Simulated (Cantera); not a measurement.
**Thermodynamics of carbon deposition, reforming and gasification, feed CH₃OH + CO₂ + NH₃**

Charge: 1 mol CH₃OH, 0.16 mol CO₂, 2.3 mol NH₃, at 2273 K.

Method: chemical equilibrium by Gibbs-energy minimisation in Cantera with the NASA 1993 tables (ideal gas, pure condensed phases). Candidate condensed phases: C, C₆H₆, C₇H₈, C₈H₁₈, H₂O; 136 gas species. The ideal-gas law is rough above about 30 bar. Kinetics and transport are ignored.

```json
[
 {"P (Pa)": "10", "log p H₂": "-4.53", "log p H": "-4.34", "log p CO": "-4.94", "log p N₂": "-4.94", "log p H₂O": "-6.00", "log p O": "-6.60", "log p OH": "-6.62"},
 {"P (Pa)": "56", "log p H₂": "-3.57", "log p H": "-3.86", "log p CO": "-4.14", "log p N₂": "-4.14", "log p H₂O": "-5.06", "log p O": "-6.61", "log p OH": "-6.16"},
 {"P (Pa)": "320", "log p H₂": "-2.73", "log p H": "-3.44", "log p CO": "-3.35", "log p N₂": "-3.35", "log p H₂O": "-4.24", "log p O": "-6.64", "log p OH": "-5.76"},
 {"P (Pa)": "1800", "log p H₂": "-1.94", "log p H": "-3.04", "log p CO": "-2.58", "log p N₂": "-2.58", "log p H₂O": "-3.46", "log p O": "-6.65", "log p OH": "-5.38"},
 {"P (Pa)": "10000", "log p H₂": "-1.18", "log p H": "-2.66", "log p CO": "-1.83", "log p N₂": "-1.83", "log p H₂O": "-2.71", "log p O": "-6.66", "log p OH": "-5.01"},
 {"P (Pa)": "56000", "log p H₂": "-0.42", "log p H": "-2.29", "log p CO": "-1.08", "log p N₂": "-1.08", "log p H₂O": "-1.96", "log p O": "-6.66", "log p OH": "-4.63"},
 {"P (Pa)": "320000", "log p H₂": "0.34", "log p H": "-1.91", "log p CO": "-0.32", "log p N₂": "-0.32", "log p H₂O": "-1.20", "log p O": "-6.66", "log p OH": "-4.25"},
 {"P (Pa)": "1800000", "log p H₂": "1.09", "log p H": "-1.53", "log p CO": "0.43", "log p N₂": "0.43", "log p H₂O": "-0.45", "log p O": "-6.66", "log p OH": "-3.88"},
 {"P (Pa)": "10000000", "log p H₂": "1.83", "log p H": "-1.16", "log p CO": "1.17", "log p N₂": "1.17", "log p H₂O": "0.31", "log p O": "-6.65", "log p OH": "-3.49"}
]
```
log p: log10 of the partial pressure in bar; nothing condenses.

From 0.000100 bar to 100 bar nothing is condensed. The main C-bearing gas is CO throughout.
